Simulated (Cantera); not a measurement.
# Adiabatic ignition

An adiabatic, constant-volume homogeneous reactor starts with H₂ : O₂ : N₂ = 0.52 : 0.595 : 2.24 (molar parts), equivalence ratio 0.44, at 1675 K and 2.10 bar.

Computed with Cantera and the H2/O2 subset of GRI-Mech 3.0, which has no nitrogen chemistry. The hydrogen kinetics of GRI-Mech 3.0 are dated; newer H2 mechanisms differ, most at raised pressure.

```csv
t (s),T (K),P (bar),x H₂,x O₂,x H₂O,x OH,x HO₂,x H,x O
5.00e-6,1891,2.34,0.0200,0.0985,0.104,0.0208,5.99e-5,0.0440,0.0366
1.69e-5,2542,3.02,0.00974,0.0971,0.135,0.0275,1.93e-5,0.00911,0.0170
5.74e-5,2751,3.23,0.00478,0.100,0.148,0.0224,2.42e-5,0.00269,0.00801
0.000195,2752,3.23,0.00474,0.100,0.148,0.0224,2.43e-5,0.00267,0.00795
0.000660,2752,3.23,0.00474,0.100,0.148,0.0224,2.43e-5,0.00267,0.00795
0.00224,2752,3.23,0.00474,0.100,0.148,0.0224,2.43e-5,0.00267,0.00795
0.00758,2752,3.23,0.00474,0.100,0.148,0.0224,2.43e-5,0.00267,0.00795
0.0257,2752,3.23,0.00474,0.100,0.148,0.0224,2.43e-5,0.00267,0.00795
0.0871,2752,3.23,0.00474,0.100,0.148,0.0224,2.43e-5,0.00267,0.00795
0.295,2752,3.23,0.00474,0.100,0.148,0.0224,2.43e-5,0.00267,0.00795
1.00,2752,3.23,0.00474,0.100,0.148,0.0224,2.43e-5,0.00267,0.00795
```
x: mole fraction; the columns are a selection and need not sum to one.

| Quantity | Value |
|---|---|
| time of steepest temperature rise | 4.34 µs |
| temperature at 1.00 s | 2752 K |
| equilibrium temperature | 2752 K |
| x(H₂) at 1.00 s | 0.00474 (gas-phase equilibrium 0.00474) |
| x(O₂) at 1.00 s | 0.100 (gas-phase equilibrium 0.100) |
| x(H₂O) at 1.00 s | 0.148 (gas-phase equilibrium 0.148) |
